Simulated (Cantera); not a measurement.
Cantera run:

```python
import numpy as np
import cantera as ct

gas_names = """
    CL CLO CL2 H HCL HNO HNO2 HNO3 HOCL HO2 H2 H2O H2O2 Mg MgCL MgCL2 MgH MgN MgO MgOH MgO2H2 Mg2 N NH
    NH2 NH3 NH2OH NO NO2 NO3 N2 N2H2 N2H4 N2O O OH O2 O3
""".split()
cond_names = """
    H2O(s) H2O(L) Mg(cr) Mg(L) MgCL2(s) MgCL2(L) MgO(s) MgO(L) MgO2H2(s) NH4CL(a) NH4CL(b)
""".split()


# ... load() reads the species with a 1 bar reference pressure and builds the phases ...
atoms = {
    'MgO': {'Mg': 1, 'O': 1},
    'HCl': {'H': 1, 'CL': 1},
    'N2': {'N': 2},
}
top_T = {}  # K; cautious upper limits of use, not melting points


# ... equilibrate(T, P, feed) seeds the gas with the atoms and calls Mixture.equilibrate('TP', solver="vcs", rtol=1e-11, max_steps=5000) ...
results = []
feed = {'MgO': 1, 'HCl': 6.7, 'N2': 0.45}  # mol
P = 300  # Pa
for T in [1223, 1273, 1323, 1373, 1423, 1473, 1523, 1573, 1623, 1673, 1723, 1773, 1823, 1873]:
    mix = equilibrate(T, P, feed)
    results.append((T, P, feed, dict(zip(mix.species_names, mix.species_moles))))

top = {s: max(r[3][s] / sum(r[3][g] for g in gas_names) for r in results) for s in gas_names}
cols = sorted((s for s in top if top[s] > 1e-06), key=lambda s: -top[s])[:5]
seen = [c for c in cond_names if any(r[3].get(c, 0) > 1e-12 for r in results)]
print("log10 of partial pressures in bar; condensed amounts in mol")
print(f"{'T/K':>10s}" + "".join(f"{s[:9]:>10s}" for s in cols + seen))
for T, P, feed, n in results:
    ng = sum(n[g] for g in gas_names)
    print(f"{T:10.4g}" + "".join(f"{np.log10(max(n[s] / ng * P / 1e5, 1e-99)):10.3f}" for s in cols)
          + "".join(f"{n.get(c, 0):10.4g}" for c in seen))
```

It prints:

```
log10 of partial pressures in bar; condensed amounts in mol
       T/K       HCL     MgCL2       H2O        N2        CL    MgO(s)
      1223    -2.569    -4.249    -4.249    -3.724    -6.011    0.8657
      1273    -2.575    -4.136    -4.136    -3.724    -5.766    0.8256
      1323    -2.581    -4.033    -4.033    -3.724    -5.542    0.7788
      1373    -2.589    -3.939    -3.939    -3.724    -5.335    0.7257
      1423    -2.598    -3.855    -3.855    -3.724    -5.143    0.6665
      1473    -2.609    -3.778    -3.778    -3.725    -4.966    0.6019
      1523    -2.620    -3.709    -3.709    -3.725    -4.802    0.5326
      1573    -2.633    -3.646    -3.646    -3.726    -4.650    0.4596
      1623    -2.648    -3.590    -3.590    -3.726    -4.508    0.3839
      1673    -2.663    -3.539    -3.540    -3.727    -4.376    0.3066
      1723    -2.680    -3.494    -3.495    -3.728    -4.254     0.229
      1773    -2.699    -3.455    -3.456    -3.730    -4.139     0.152
      1823    -2.719    -3.420    -3.422    -3.731    -4.033   0.07673
      1873    -2.740    -3.389    -3.392    -3.733    -3.933  0.003907
```

Method: chemical equilibrium by Gibbs-energy minimisation in Cantera with the NASA 1993 tables (ideal gas, pure condensed phases).
